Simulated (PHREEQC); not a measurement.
## Buffer: an equilibrium model

Dissolve 1.25 mmol/kgw HF and 0.05 mmol/kgw KOH at 25 °C. Closed to the air; pH follows from the charge balance.

All values are PHREEQC results (ion-association model, wateq4f.dat), not measurements.

Precipitation was switched off in this run.

**Question.** Predict the pH.

**Answer.** pH 3.22.

**Question.** In which forms is F present?

**Answer.** F- 53 %, HF 46 % of the F.
